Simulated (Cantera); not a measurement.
An isothermal, constant-pressure homogeneous reactor starts with NH3 : N2 = 1 : 0.62 (molar parts), at 1973 K and 33.8 Torr. Integrator tolerance rtol = 1e-08.

Detailed kinetics in Cantera: the gas-phase N/H chemistry of the illustrative SiF4/NH3 mechanism in the Surface Chemkin manual (1991). Walls and surfaces, which speed up NH3 decomposition in real reactors, are not modelled.

| quantity | before | after |
|---|---|---|
| x(NH3) at 2.00 s | 0.0494 (gas-phase equilibrium 2.64e-7) | 0.0267 (gas-phase equilibrium 2.52e-7) |
| x(NH2) at 2.00 s | 0.000170 (gas-phase equilibrium 6.46e-9) | 0.000126 (gas-phase equilibrium 7.50e-9) |
| x(NH) at 2.00 s | 6.94e-6 (gas-phase equilibrium 1.92e-9) | 6.71e-6 (gas-phase equilibrium 2.58e-9) |
| x(H2) at 2.00 s | 0.526 (gas-phase equilibrium 0.569) | 0.547 (gas-phase equilibrium 0.568) |
| x(H) at 2.00 s | 0.000628 (gas-phase equilibrium 0.00483) | 0.000886 (gas-phase equilibrium 0.00582) |
| x(N2) at 2.00 s | 0.424 (gas-phase equilibrium 0.426) | 0.425 (gas-phase equilibrium 0.426) |
| x(N2H4) at 2.00 s | 7.50e-10 (gas-phase equilibrium <1e-12) | 3.29e-10 (gas-phase equilibrium <1e-12) |

### Question
Name the change that produced these shifts.
A. pressure from 33.8 Torr to 0.680 bar
B. temperature 1973 to 2000 K
C. pressure from 33.8 Torr to 0.270 bar
D. pressure from 33.8 Torr to 20.0 Torr

### Answer
B, temperature 1973 to 2000 K
